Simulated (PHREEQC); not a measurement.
**Metal-bearing waste water: an equilibrium model**

Consider water at 25 °C with 0.11 mol FeSO4, 5.3e-05 mol CaCl2, 4.1e-05 mol NaHCO3 and 0.005 mol NaCl per kg of water. Closed to the air; pH follows from the charge balance.

All values are PHREEQC results (ion-association model, phreeqc.dat), not measurements.

No solid was allowed to form.

Task: Predict the pH.

Result: pH 6.20.

Task: In which forms is S present?

Result: SO4-2 54 %, FeSO4 46 % of the S.
